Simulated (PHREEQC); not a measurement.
Model water analysis in mg/L, 55 °C, pH 4.06, pe 9.4:

```csv
constituent,mg/L
Na,615
K,17.8
Ca,200
Mg,135
Cl,480
S(6) as SO4,1660
Zn,8.81
B,7.3
Al,0.87
```

Valence states are taken as typed.

Computed with PHREEQC (ion-association model, phreeqc.dat).

Task: The ionic strength comes out as 0.0566 mol/kgw. What activity coefficients do Ca+2, AlSO4+, Mg+2, Zn(SO4)2-2, Zn+2 get?

Result: Ca+2 0.44, AlSO4+ 0.80, Mg+2 0.45, Zn(SO4)2-2 0.42, Zn+2 0.43.

No solid was allowed to form. Species that the database lacks are ignored. Constants without temperature data keep their 25 °C values here.
